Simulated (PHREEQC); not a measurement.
4.6 g of hydrous ferric oxide (600 m²/g; 0.2 weak and 0.005 strong sites per Fe, Dzombak-Morel constants, diffuse double layer) in 1 kg of water with 0.01 mol/kgw of an inert sodium salt and 0.017 mmol/kgw PbCl2, at 25 °C; the pH is set by adding NaOH or the inert anion's acid. O2 is buffered at 0.21 atm. The system is closed to CO2. No solid was allowed to form.

The numbers come from PHREEQC with the ion-association model, wateq4f.dat.

Q: Predict surface charge σ (C/m²), surface potential ψ (mV) at pH = 4.33, 5.67, 6.33, 7.67.

A: 
```json
[
 {"pH": "4.33", "surface charge σ (C/m²)": "0.190", "surface potential ψ (mV)": "172"},
 {"pH": "5.67", "surface charge σ (C/m²)": "0.069", "surface potential ψ (mV)": "124"},
 {"pH": "6.33", "surface charge σ (C/m²)": "0.037", "surface potential ψ (mV)": "95"},
 {"pH": "7.67", "surface charge σ (C/m²)": "0.006", "surface potential ψ (mV)": "24"}
]
```

Complexes and solids missing from the database can't appear. The oxide is taken as insoluble; below pH 4 it would dissolve.
